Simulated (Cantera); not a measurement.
Feed: 1 mol CO, 0.66 mol O₂, 4.3 mol N₂, at 1.40 mbar.

Method: chemical equilibrium by Gibbs-energy minimisation in Cantera with the NASA 1993 tables (ideal gas, pure condensed phases). Candidate condensed phases: C; 24 gas species. Kinetics and transport are ignored. All values below are at 2723 K.

Base state: N₂ 0.665, O 0.150, CO 0.149, O₂ 0.0198, NO 0.00929, CO₂ 0.00719, N 4.25e-5 (mole fractions); condensed: gas only.

Question: What changes in the equilibrium state with this change: N₂ from 4.3 to 0.27 mol?

Answer: 
```
species   before    after
-------  -------  -------
CO         0.149    0.399
O          0.150    0.334
N₂         0.665    0.115
CO₂      0.00719   0.0432
O₂        0.0198   0.0990
N        4.25e-5  1.77e-5
NO       0.00929  0.00865
```
